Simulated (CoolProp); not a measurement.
The numbers come from the reference Helmholtz-energy equation of state, Gao 2020 in CoolProp.

### Question
Give the vapour pressure (kPa), liquid density (kg/m³), enthalpy of vaporisation (kJ/kg), surface tension (mN/m) of saturated ammonia at 201.2, 222.3, 349.2 K.

### Answer
```csv
T (K),p (kPa),liquid density (kg/m³),enthalpy of vaporisation (kJ/kg),surface tension (mN/m)
201.2,9.43,727,1470,42.8
222.3,38.8,703,1420,38.1
349.2,3800,514,901,9.39
```

Surface tension comes from a separate correlation (Mulero 2012).
